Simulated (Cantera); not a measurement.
Charge: 1 mol SiC, 0.025 mol Si, 0.11 mol N2, at 1752 °C and 1.33 mbar.

Equilibrium computed with Cantera from the NASA thermochemical tables; the gas is ideal and each condensed phase is pure. Candidate condensed phases: C, Si, SiC, Si3N4; 20 gas species. Mutual solubility and eutectic melting of coexisting phases are not modelled. The tables' values for SiN are old estimates; treat these amounts as uncertain. Kinetics and transport are ignored.

Base state: N2 0.954, Si 0.0437, Si2C 0.00133, Si2N 0.000490, Si2 0.000480, SiN 0.000382, Si3 0.000102 (mole fractions); condensed: Si(l) + SiC(s).

Q: What changes in the equilibrium state with this change: temperature from 1752 °C to 2575 °C?

A: 
```json
[
 {"species": "Si", "before": "0.0437", "after": "0.520"},
 {"species": "SiC2", "before": "7.32e-6", "after": "0.321"},
 {"species": "N2", "before": "0.954", "after": "0.0861"},
 {"species": "C3", "before": "<1e-9", "after": "0.0423"},
 {"species": "CN", "before": "1.25e-6", "after": "0.0104"},
 {"species": "C2", "before": "<1e-9", "after": "0.00417"},
 {"species": "C", "before": "2.34e-9", "after": "0.00828"},
 {"species": "C5", "before": "<1e-9", "after": "0.000477"},
 {"species": "Si(l), mol", "before": "0.0195", "after": "0"},
 {"species": "SiC(s), mol", "before": "1.000", "after": "0"},
 {"species": "C(graphite), mol", "before": "0", "after": "0.0320"}
]
```
